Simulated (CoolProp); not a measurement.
Octamethylcyclotetrasiloxane (D4) at several states: density (kg/m³) from the reference equation and from simpler models built on Tc = 313.4 °C, pc = 1.347 MPa, ω = 0.598; each cubic takes its own stable root.

Values from CoolProp's reference Helmholtz-energy equation of state, Thol 2015.

```json
[
 {"T (°C)": "158.75", "p (MPa)": "0.523", "phase": "liquid", "reference": "790.7"},
 {"T (°C)": "304.55", "p (MPa)": "1.05", "phase": "gas", "reference": "110.5"},
 {"T (°C)": "195.95", "p (MPa)": "0.033", "phase": "gas", "reference": "2.561"},
 {"T (°C)": "22.85", "p (MPa)": "0.0445", "phase": "liquid", "reference": "953.2"}
]
```

How far does each simpler model (van der Waals, Redlich-Kwong, Peng-Robinson) lie from the reference over these 4 states: mean and median of the absolute difference, and the worst?


- van der Waals: mean 24.7 %, median 27.1 %, worst -43.8 % at 22.85 °C and 0.0445 MPa
- Redlich-Kwong: mean 10.0 %, median 11.2 %, worst -17.0 % at 158.75 °C and 0.523 MPa
- Peng-Robinson: mean 1.1 %, median 0.8 %, worst +2.8 % at 158.75 °C and 0.523 MPa
